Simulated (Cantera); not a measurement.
What does this Cantera script print?

```python
import numpy as np
import cantera as ct

gas_names = """
    CL CL2 H HCL H2 Si SiCL SiCL2 SiCL3 SiCL4 SiH SiHCL3 SiH2 SiH2CL2 SiH3 SiH3CL SiH4 Si2 Si3
""".split()
cond_names = """
    Si(cr) Si(L)
""".split()


# ... load() reads the species with a 1 bar reference pressure and builds the phases ...
atoms = {
    'Si3H8': {'Si': 3, 'H': 8},
    'HCl': {'H': 1, 'CL': 1},
    'H2': {'H': 2},
}
top_T = {}  # K; cautious upper limits of use, not melting points


# ... equilibrate(T, P, feed) seeds the gas with the atoms and calls Mixture.equilibrate('TP', solver="vcs", rtol=1e-11, max_steps=5000) ...
results = []
feed = {'Si3H8': 1, 'HCl': 0.16, 'H2': 5.4}  # mol
P = 6400  # Pa
for T in [1150, 1250, 1350, 1450, 1550, 1650, 1750]:
    mix = equilibrate(T, P, feed)
    results.append((T, P, feed, dict(zip(mix.species_names, mix.species_moles))))

top = {s: max(r[3][s] / sum(r[3][g] for g in gas_names) for r in results) for s in gas_names}
cols = sorted((s for s in top if top[s] > 1e-05), key=lambda s: -top[s])[:6]
seen = [c for c in cond_names if any(r[3].get(c, 0) > 1e-12 for r in results)]
print("log10 of partial pressures in bar; condensed amounts in mol")
print(f"{'T/K':>10s}" + "".join(f"{s[:9]:>10s}" for s in cols + seen))
for T, P, feed, n in results:
    ng = sum(n[g] for g in gas_names)
    print(f"{T:10.4g}" + "".join(f"{np.log10(max(n[s] / ng * P / 1e5, 1e-99)):10.3f}" for s in cols)
          + "".join(f"{n.get(c, 0):10.4g}" for c in seen))
```

Output:

```
log10 of partial pressures in bar; condensed amounts in mol
       T/K        H2       HCL         H     SiCL2    SiHCL3     SiCL4    Si(cr)     Si(L)
      1150    -1.200    -3.040    -7.727    -4.537    -4.858    -5.005     2.991         0
      1250    -1.201    -3.012    -6.916    -4.423    -5.546    -5.909     2.993         0
      1350    -1.201    -3.009    -6.223    -4.369    -6.194    -6.761     2.993         0
      1450    -1.201    -3.011    -5.625    -4.332    -6.763    -7.508     2.993         0
      1550    -1.201    -3.013    -5.102    -4.303    -7.259    -8.161     2.992         0
      1650    -1.201    -3.016    -4.642    -4.279    -7.695    -8.735     2.992         0
      1750    -1.201    -3.013    -4.234    -4.304    -8.120    -9.277         0     2.992
```

These are equilibrium values from Cantera (NASA tables, ideal gas, pure condensed phases), not measurements of a reactor. The feed counts by its element totals alone. The tables' values for SiCl3, SiCl are old estimates; treat these amounts as uncertain. Gases not in the tables: Si2H6 and higher silanes.
